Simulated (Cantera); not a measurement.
Feed: 1 mol TiCl4, 0.11 mol H2O, held at 1825 K and 0.160 bar.

Equilibrium computed with Cantera from the NASA thermochemical tables; the gas is ideal and each condensed phase is pure. Candidate condensed phases: H2O, Ti, TiCl2, TiCl3, TiCl4, TiO, TiO2, Ti2O3, Ti3O5, Ti4O7; 23 gas species. The tables' values for TiCl2 are old estimates; treat these amounts as uncertain. Rates play no part.

Base state: TiCl4 0.710, HCl 0.179, TiCl3 0.0564, Cl 0.0501, Cl2 0.00319, TiOCl2 0.00204, TiCl2 2.63e-5, H2O 1.71e-5 (mole fractions); condensed: TiO2(rutile).

Task: What changes in the equilibrium state with this change: H2O from 0.11 to 11 mol?

Result: 
```json
[
 {"species": "H2O", "before": "1.71e-5", "after": "0.688"},
 {"species": "HCl", "before": "0.179", "after": "0.303"},
 {"species": "H2", "before": "8.96e-6", "after": "0.00406"},
 {"species": "TiCl4", "before": "0.710", "after": "3.62e-9"},
 {"species": "TiCl3", "before": "0.0564", "after": "3.61e-9"},
 {"species": "Cl", "before": "0.0501", "after": "0.00399"},
 {"species": "TiOCl2", "before": "0.00204", "after": "1.46e-7"},
 {"species": "TiCl2", "before": "2.63e-5", "after": "<1e-9"},
 {"species": "O2", "before": "1.04e-7", "after": "0.000824"},
 {"species": "TiO2(rutile), mol", "before": "0.0537", "after": "1.000"}
]
```
Gases not in the tables: TiO(OH)2.

Task: What changes in the equilibrium state with this change: H2O from 0.11 to 0.36 mol?

Result: 
```json
[
 {"species": "TiCl4", "before": "0.710", "after": "0.463"},
 {"species": "HCl", "before": "0.179", "after": "0.447"},
 {"species": "TiCl3", "before": "0.0564", "after": "0.0450"},
 {"species": "Cl", "before": "0.0501", "after": "0.0410"},
 {"species": "H2", "before": "8.96e-6", "after": "8.38e-5"},
 {"species": "H2O", "before": "1.71e-5", "after": "0.000132"},
 {"species": "H", "before": "3.30e-6", "after": "1.01e-5"},
 {"species": "Cl2", "before": "0.00319", "after": "0.00213"},
 {"species": "TiO2(rutile), mol", "before": "0.0537", "after": "0.179"}
]
```
